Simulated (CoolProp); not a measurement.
Properties of nitrous oxide at several states (Tc = 36.4 °C, pc = 7.245 MPa, ω = 0.161).

Computed with CoolProp (reference Helmholtz-energy equation of state, Lemmon 2006). It is a short technical equation, of lower accuracy than the large ones.

```
T (°C)  p (MPa)  phase       Z  cp (kJ/(kg K))  isothermal compressibility (1/MPa)  expansivity (1/kK)  fugacity coefficient
------  -------  -----  ------  --------------  ----------------------------------  ------------------  --------------------
-12.65    0.427    gas  0.9639          0.8843                               2.432               4.307                0.9651
37.05    0.0298    gas  0.9986          0.8905                               33.60               3.238                0.9986
215.25     3.32    gas  0.9694           1.087                              0.3104               2.333                0.9695
-42.65     0.28    gas  0.9652          0.8535                               3.706               4.861                0.9665
112.55    0.214    gas  0.9950          0.9635                               4.696               2.638                0.9951
```
